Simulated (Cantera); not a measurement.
Fe₃O₄ + CO + N₂ (carbothermic reduction)

Charge: 1 mol Fe₃O₄, 1.9 mol CO, 2.4 mol N₂, equilibrated at 0.133 bar.

These are equilibrium values from Cantera (NASA tables, ideal gas, pure condensed phases), not measurements of a reactor. Candidate condensed phases: C, Fe, Fe(CO)₅, FeO, Fe₂O₃, Fe₃O₄; 27 gas species. The tables' stoichiometric FeO is somewhat more stable than real wüstite, so its field is too wide. FeO: taken at fixed stoichiometry. Rates play no part.

| T (°C) | x N₂ | x CO₂ | x CO | x Fe | x O₂ | x FeO | n FeO(s) | n FeO(l) |
|---|---|---|---|---|---|---|---|---|
| 1050 | 0.558 | 0.233 | 0.209 | 2.56e-9 | <1e-12 | 8.89e-12 | 3.00 | 0 |
| 1150 | 0.558 | 0.233 | 0.209 | 3.06e-8 | 1.94e-11 | 2.17e-10 | 3.00 | 0 |
| 1250 | 0.558 | 0.233 | 0.209 | 2.61e-7 | 4.38e-10 | 3.42e-9 | 3.00 | 0 |
| 1350 | 0.558 | 0.233 | 0.209 | 1.70e-6 | 6.68e-9 | 3.80e-8 | 3.00 | 0 |
| 1450 | 0.558 | 0.233 | 0.209 | 8.17e-6 | 7.40e-8 | 2.93e-7 | 0 | 3.00 |
| 1550 | 0.558 | 0.233 | 0.209 | 3.20e-5 | 6.28e-7 | 1.74e-6 | 0 | 3.00 |
| 1650 | 0.558 | 0.233 | 0.209 | 0.000108 | 4.25e-6 | 8.48e-6 | 0 | 3.00 |
| 1750 | 0.558 | 0.233 | 0.209 | 0.000320 | 2.38e-5 | 3.50e-5 | 0 | 3.00 |
| 1850 | 0.557 | 0.233 | 0.209 | 0.000852 | 0.000113 | 0.000126 | 0 | 3.00 |
| 1950 | 0.556 | 0.232 | 0.208 | 0.00207 | 0.000463 | 0.000398 | 0 | 2.99 |
| 2050 | 0.553 | 0.230 | 0.208 | 0.00467 | 0.00165 | 0.00113 | 0 | 2.97 |
| 2150 | 0.545 | 0.223 | 0.209 | 0.0101 | 0.00500 | 0.00295 | 0 | 2.94 |
x: gas mole fraction; n: condensed amount in mol.

From 1050 °C to 1350 °C the condensed part is FeO(s). From 1450 °C to 2150 °C the condensed part is FeO(l).
